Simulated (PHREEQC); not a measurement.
Acid mine or pickling water: an equilibrium model

A made-up water analysis in mmol/kgw, 20 °C, pH 4.18, pe 10: Na 15.3; K 0.195; Ca 2.42; Mg 6.03; Cl 1.2; S(6) 24.3; Al 7.37; Si 0.145; Mn(2) 0.0709.

Valence states are taken as typed.

Computed with PHREEQC (ion-association model, phreeqc.dat).

Each row changes one thing in this solution. This is a speciation only: nothing precipitates in the calculation.

```csv
case,ionic strength (mol/kgw),SO4-2 (mol/kgw),AlSO4+ (mol/kgw),Mg+2 (mol/kgw),MgSO4 (mol/kgw),Ca+2 (mol/kgw),SI of Chalcedony (SiO2),SI of Gibbsite (Al(OH)3)
as made,0.0541,0.0135,0.00530,0.00379,0.00225,0.00163,-0.22,+0.52
Al from 7.37 to 14.7 mmol/kgw,0.0589,0.00903,0.0102,0.00437,0.00166,0.00185,-0.22,+0.99
Na from 15.3 to 45.9 mmol/kgw,0.0704,0.0133,0.00521,0.00400,0.00202,0.00172,-0.22,+0.55
temperature from 20 to 80 °C at the same typed pH,0.0487,0.0133,0.00368,0.00204,0.00399,0.00150,-0.82,+2.99
```

Some of these states are supersaturated (in Gibbsite (slow to form), Quartz (slow to form), Al(OH)3(a), for instance). Constants without temperature data keep their 25 °C values here.
